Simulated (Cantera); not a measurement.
Input: 1 mol FeCl3, 56 mol H2, equilibrated at 1750 °C and 2.20 Pa.

Method: chemical equilibrium by Gibbs-energy minimisation in Cantera with the NASA 1993 tables (ideal gas, pure condensed phases). Candidate condensed phases: Fe, FeCl2, FeCl3; 11 gas species. The numbers say what is thermodynamically allowed, not how fast it happens.

Base state: H2 0.623, H 0.320, HCl 0.0310, Fe 0.0143, Cl 0.0118 (mole fractions); condensed: gas only.

Question: What changes in the equilibrium state with this change: temperature from 1750 °C to 1627 °C?

Answer: 
| species | before | after |
|---|---|---|
| H2 | 0.623 | 0.787 |
| H | 0.320 | 0.150 |
| HCl | 0.0310 | 0.0413 |
| Cl | 0.0118 | 0.00595 |
| Fe | 0.0143 | 0.0158 |
